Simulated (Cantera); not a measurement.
**NO annealing gas**

A perfectly stirred reactor is fed with 61.3 % NO, 38.7 % N₂, at 15.0 Torr; it is held at 2150 K, and followed from long to short residence time.

Model: GRI-Mech 3.0 (53 species, 325 reactions), integrated in Cantera. Radical loss at walls, strong at low pressure, is not modelled.

| τ (s) | x NO | x N₂ | x O | x NO₂ | x N₂O | x O₂ |
|---|---|---|---|---|---|---|
| 22 | 0.0559 | 0.663 | 0.00724 | 1.23e-5 | 6.84e-7 | 0.274 |
| 6.2 | 0.127 | 0.627 | 0.00677 | 2.62e-5 | 3.42e-6 | 0.239 |
| 1.7 | 0.295 | 0.544 | 0.00556 | 4.86e-5 | 2.03e-5 | 0.156 |
| 0.49 | 0.498 | 0.443 | 0.00358 | 4.80e-5 | 7.14e-5 | 0.0551 |
| 0.14 | 0.588 | 0.399 | 0.00205 | 2.74e-5 | 0.000118 | 0.0115 |
| 0.038 | 0.609 | 0.388 | 0.00105 | 1.42e-5 | 0.000132 | 0.00167 |
| 0.011 | 0.613 | 0.387 | 0.000377 | 5.61e-6 | 0.000106 | 0.000164 |
| 0.0030 | 0.613 | 0.387 | 9.00e-5 | 1.18e-6 | 5.23e-5 | 1.01e-5 |
| 0.00085 | 0.613 | 0.387 | 2.22e-5 | 1.76e-7 | 1.85e-5 | 6.93e-7 |
| 0.00024 | 0.613 | 0.387 | 5.93e-6 | 1.92e-8 | 5.61e-6 | 5.19e-8 |
x: mole fraction; the columns are a selection and need not sum to one.
